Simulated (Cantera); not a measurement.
# Ignition delay

Mixture: CH₄ : O₂ : N₂ = 1 : 2.44 : 9.17 (molar parts), at 500000 Pa, adiabatic and at constant pressure. Ignition delay is the time to a rise of 400 K.

Detailed kinetics in Cantera: GRI-Mech 3.0 (53 species, 325 reactions).

| T0 (K) | delay (ms) |
|---|---|
| 1275 | 3.55 |
| 1375 | 1.13 |
| 1475 | 0.396 |
| 1575 | 0.154 |
| 1675 | 0.0668 |
| 1775 | 0.0322 |
| 1875 | 0.0171 |
| 1975 | 0.00989 |
| 2075 | 0.00612 |

| Quantity | Value |
|---|---|
| apparent activation energy between 1875 and 2075 K | 170 kJ/mol |
